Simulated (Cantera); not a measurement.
A closed system holds: 1 mol Si, 0.066 mol N2O, 6.3 mol N2, held at 0.225 Torr.

Method: chemical equilibrium by Gibbs-energy minimisation in Cantera with the NASA 1993 tables (ideal gas, pure condensed phases). Candidate condensed phases: Si, SiO2, Si2N2O, Si3N4; 16 gas species. Mutual solubility and eutectic melting of coexisting phases are not modelled. Kinetics and transport are ignored.

Which condensed phases are stable at each of these points (T (°C)): 877, 977, 1077, 1177, 1277, 1377, 1477, 1577?


```
T (°C)      condensed phases  Si condensed (%)
------  --------------------  ----------------
877     Si2N2O(s) + Si3N4(s)             100.0
977     Si2N2O(s) + Si3N4(s)             100.0
1077    Si2N2O(s) + Si3N4(s)             100.0
1177    Si2N2O(s) + Si3N4(s)              99.8
1277    Si2N2O(s) + Si3N4(s)              95.9
1377                   Si(s)              92.8
1477                   Si(l)              90.0
1577                   Si(l)              78.6
```

From 877 °C to 1277 °C the condensed part is Si2N2O(s) + Si3N4(s). At 1377 °C the condensed part is Si(s). From 1477 °C to 1577 °C the condensed part is Si(l).
